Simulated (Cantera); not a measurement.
An isothermal, constant-pressure homogeneous reactor starts with 17.5 % H2, 15.9 % O2, 66.7 % N2, equivalence ratio 0.55, at 850 K and 0.750 atm.

Computed with Cantera and the H2/O2 subset of GRI-Mech 3.0, which has no nitrogen chemistry. Below about 950 K walls govern HO2 and H2O2 in real vessels. The temperature is held fixed by assumption; the heat of reaction is taken as removed at once.

One state of this run: x H2 = 0.0822; x O2 = 0.116; x H2O = 0.101; x OH = 6.16e-9; x O = 4.42e-9; x H = 2.20e-8; x H2O2 = 0.000618. x: mole fraction; the columns are a selection and need not sum to one.

Which value of t (s) does it belong to?
A) 20.0
B) 0.0374
C) 7.00e-5
D) 0.865

A, 20.0
